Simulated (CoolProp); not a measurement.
A closed Brayton cycle with carbon dioxide: compressor inlet 325.15 K and 8.2 MPa, high pressure 17.6 MPa, turbine inlet 695 K, compressor efficiency 0.89, turbine efficiency 0.9, recuperator effectiveness 0.95 (on enthalpy, no pinch check). Each further row changes one setting.

Model: reference Helmholtz-energy equation of state, Span 1996, in CoolProp.

```tsv
case	thermal efficiency (%)	net work (kJ/kg)	compressor to turbine work	compressor exit (K)	turbine exit (K)
as stated	29.7	47.8	0.43	388.1	611.9
turbine inlet 645 K	?	?	0.47	388.1	565.0
compressor inlet 335.15 K	?	?	?	402.2	611.9
high pressure 15 MPa	?	39.7	0.41	374.6	629.0
recuperator effectiveness 0.5	17.2	47.8	0.43	388.1	611.9
```

Q: What belongs in the gaps?

A: 
- turbine inlet 645 K, thermal efficiency (%): 26.8
- turbine inlet 645 K, net work (kJ/kg): 40.5
- compressor inlet 335.15 K, thermal efficiency (%): 28.4
- compressor inlet 335.15 K, net work (kJ/kg): 43.2
- compressor inlet 335.15 K, compressor to turbine work: 0.48
- high pressure 15 MPa, thermal efficiency (%): 28.9
